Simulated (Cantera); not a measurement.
A Cantera script and its output.

```python
import numpy as np
import cantera as ct

gas = ct.Solution("h2o2.yaml")
gas.TPX = 1073, 1333, {'H2': 0.11, 'O2': 1, 'N2': 0.18}
inlet = ct.Reservoir(gas, clone=True)

reactor = ct.IdealGasConstPressureReactor(gas, energy="off", clone=False)
exhaust = ct.Reservoir(gas, clone=True)
tau = [7.4, 3.1, 1.3, 0.56, 0.24, 0.1, 0.043, 0.018, 0.0077][0]
for a, b in ((inlet, reactor), (reactor, exhaust)):
    ct.MassFlowController(a, b, mdot=lambda t: reactor.mass / tau)
net = ct.ReactorNet([reactor])
show = ['H2', 'O2', 'H2O2', 'HO2', 'H2O']

rows = []
print(f"{'tau/s':>10s}{'T/K':>9s}" + "".join(f"{s:>11s}" for s in show))
for tau in [7.4, 3.1, 1.3, 0.56, 0.24, 0.1, 0.043, 0.018, 0.0077]:
    net.initial_time = 0.0
    net.advance(30 * tau)
    before = gas.X
    net.advance(40 * tau)
    drift = np.max(np.abs(gas.X - before) / (gas.X + 1e-9))
    rows.append([gas.T, *gas[show].X, drift])
    print(f"{tau:10.3e}{gas.T:9.1f}" + "".join(f"{x:11.3e}" for x in gas[show].X))
```

It prints:

```
     tau/s      T/K         H2         O2       H2O2        HO2        H2O
 7.400e+00   1073.0  1.345e-04  7.645e-01  1.141e-07  1.762e-06  8.867e-02
 3.100e+00   1073.0  2.290e-04  7.641e-01  1.340e-07  2.424e-06  8.845e-02
 1.300e+00   1073.0  3.861e-04  7.634e-01  1.531e-07  3.200e-06  8.808e-02
 5.600e-01   1073.0  6.354e-04  7.622e-01  1.703e-07  4.023e-06  8.747e-02
 2.400e-01   1073.0  1.043e-03  7.602e-01  1.855e-07  4.865e-06  8.642e-02
 1.000e-01   1073.0  1.733e-03  7.569e-01  1.984e-07  5.664e-06  8.449e-02
 4.300e-02   1073.0  2.825e-03  7.522e-01  2.086e-07  6.274e-06  8.130e-02
 1.800e-02   1073.0  4.687e-03  7.461e-01  2.195e-07  6.653e-06  7.606e-02
 7.700e-03   1073.0  7.792e-03  7.405e-01  2.380e-07  6.756e-06  6.888e-02
```

Model: the H2/O2 subset of GRI-Mech 3.0, which has no nitrogen chemistry, integrated in Cantera. Radical loss at walls, strong at low pressure, is not modelled. The temperature is held fixed by assumption; the heat of reaction is taken as removed at once.
